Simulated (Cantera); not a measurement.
What does this Cantera script print?

```python
import numpy as np
import cantera as ct

gas = ct.Solution("gri30.yaml", transport_model="multicomponent")
show = ['OH', 'CO2', 'C2H2']

rows = []
print(f"{'T/K':>7s}{'rho':>11s}{'cp':>10s}{'mu':>11s}{'lambda':>11s}{'Pr':>7s}" + "".join(f"{'D_' + s:>11s}" for s in show))
for T in [400, 550, 700, 850, 1000, 1150, 1300]:
    gas.TPX = T, 500000, {'H2O': 0.8, 'CH3OH': 0.64, 'H2': 0.36}
    Pr = gas.cp_mass * gas.viscosity / gas.thermal_conductivity
    D = [gas.mix_diff_coeffs_mole[gas.species_index(s)] for s in show]
    rows.append([gas.density, gas.cp_mass, gas.viscosity, gas.thermal_conductivity, Pr, *D])
    print(f"{T:7g}{gas.density:11.4e}{gas.cp_mass:10.1f}{gas.viscosity:11.4e}"
          f"{gas.thermal_conductivity:11.4e}{Pr:7.3f}" + "".join(f"{d:11.4e}" for d in D))
print("SI units: kg/m3, J/kg/K, Pa s, W/m/K, m2/s")
```

Result:

```
    T/K        rho        cp         mu     lambda     Pr       D_OH      D_CO2     D_C2H2
    400 2.9771e+00    1987.7 1.3810e-05 5.4579e-02  0.503 1.2085e-05 5.6056e-06 5.9384e-06
    550 2.1652e+00    2238.6 1.9082e-05 7.8638e-02  0.543 2.1479e-05 1.0371e-05 1.0896e-05
    700 1.7012e+00    2469.5 2.4182e-05 1.0405e-01  0.574 3.2834e-05 1.6293e-05 1.7012e-05
    850 1.4010e+00    2661.9 2.9052e-05 1.3009e-01  0.594 4.5955e-05 2.3239e-05 2.4156e-05
   1000 1.1909e+00    2841.2 3.3686e-05 1.5665e-01  0.611 6.0703e-05 3.1115e-05 3.2233e-05
   1150 1.0355e+00    2995.0 3.8097e-05 1.8342e-01  0.622 7.6975e-05 3.9849e-05 4.1176e-05
   1300 9.1604e-01    3128.9 4.2302e-05 2.0997e-01  0.630 9.4690e-05 4.9388e-05 5.0930e-05
SI units: kg/m3, J/kg/K, Pa s, W/m/K, m2/s
```

Model: GRI-Mech 3.0 (53 species, 325 reactions), integrated in Cantera. Polar gases are described roughly by these parameters. The composition is frozen, though it would react at the higher temperatures.
